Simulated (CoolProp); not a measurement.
Saturated liquid density (kg/m³) of ethylbenzene: the reference equation beside estimates from Tc = 617.1 K, pc = 36.22 bar, ω = 0.304.

Values from CoolProp's reference Helmholtz-energy equation of state, Zhou 2012.

```csv
T (K),reference,Soave-Redlich-Kwong,Peng-Robinson
286.8,872.4,762.1,856.2
293.7,866.3,758.1,851.9
300.6,860.3,754.0,847.5
307.5,854.3,749.7,843.1
314.4,848.2,745.4,838.5
321.3,842.1,740.9,833.8
328.2,836.0,736.4,828.9
335.1,829.8,731.7,824.0
342,823.6,726.9,818.8
348.9,817.4,721.9,813.6
355.8,811.1,716.9,808.2
362.7,804.8,711.7,802.6
369.6,798.4,706.4,796.9
376.5,791.9,700.9,791.1
383.4,785.4,695.3,785.0
```

Absolute difference from the reference over all 15 rows, mean and median: Soave-Redlich-Kwong 11.9 and 11.8 %, Peng-Robinson 0.8 and 0.7 %.
